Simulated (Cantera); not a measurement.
Input: 1 mol V, 0.12 mol N2O, 38 mol H2, equilibrated at 7.60e-6 bar.

Method: chemical equilibrium by Gibbs-energy minimisation in Cantera with the NASA 1993 tables (ideal gas, pure condensed phases). Candidate condensed phases: H2O, V, VN, VO, V2O3, V2O4, V2O5; 28 gas species. Equilibrium is a limit: real reactors are often held back by kinetics, nucleation or transport. All values below are at 1777 °C.

Base state: H 0.543, H2 0.436, V 0.0164, N2 0.00223, VO 0.00214, H2O 2.82e-5, VO2 2.75e-5 (mole fractions); condensed: gas only.

Question: What changes in the equilibrium state with this change: pressure from 7.60e-6 bar to 1 atm?

Answer: 
```json
[
 {"species": "H2", "before": "0.436", "after": "0.994"},
 {"species": "N2", "before": "0.00223", "after": "0.00314"},
 {"species": "H", "before": "0.543", "after": "0.00225"},
 {"species": "V", "before": "0.0164", "after": "4.75e-6"},
 {"species": "VO", "before": "0.00214", "after": "4.07e-6"},
 {"species": "VO2", "before": "2.75e-5", "after": "3.43e-7"},
 {"species": "V(s), mol", "before": "0", "after": "0.896"},
 {"species": "VO(s), mol", "before": "0", "after": "0.104"}
]
```
Mutual solubility and eutectic melting of coexisting phases are not modelled. VO: taken at fixed stoichiometry. Condensed phases not in the tables: V2N, N, O or C dissolved in the metal.
